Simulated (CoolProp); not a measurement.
Saturated liquid density (kg/m³) of R1123: the reference equation beside estimates from Tc = 331.7 K, pc = 4.549 MPa, ω = 0.243.

Model: reference Helmholtz-energy equation of state, Akasaka 2020, in CoolProp.

```
T (K)  reference  Soave-Redlich-Kwong  Peng-Robinson
-----  ---------  -------------------  -------------
227.1       1296                 1179           1335
240.3       1251                 1134           1285
253.6       1203                 1082           1228
266.8       1150                 1025           1163
280.1       1092                958.5           1088
293.4       1025                880.9          998.6
306.6      944.3                787.4          889.7
319.9      835.4                662.3          742.3
```

Absolute difference from the reference over all 8 rows, mean and median: Soave-Redlich-Kwong 12.9 and 11.5 %, Peng-Robinson 3.6 and 2.6 %.
